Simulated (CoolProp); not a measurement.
Properties of CHF3 (R23) along the isotherm 238.4 K (Tc = 299.3 K, pc = 4.832 MPa, ω = 0.263).

Values from CoolProp's reference Helmholtz-energy equation of state, Penoncello 2003.

```tsv
p (MPa)	phase	density (kg/m³)	cv (kJ/(kg K))	speed of sound (m/s)	viscosity (µPa s)	fugacity coefficient
0.153	gas	5.548	0.5428	183.2	12.0	0.9747
0.272	gas	10.08	0.5600	180.7	12.0	0.9550
0.483	gas	18.69	0.5964	175.7	12.0	0.9200
1.53	liquid	1248	0.7354	568.9	156	0.4884
2.72	liquid	1255	0.7340	581.6	159	0.2841
4.83	liquid	1266	0.7322	602.5	165	0.1697
8.59	liquid	1284	0.7303	635.7	173	0.1059
15.3	liquid	1312	0.7292	686.2	188	0.07137
27.2	liquid	1351	0.7306	758.5	211	0.05505
48.3	liquid	1404	0.7367	858.1	250	0.05324
```

Viscosity comes from a separate model (Shan 2000).
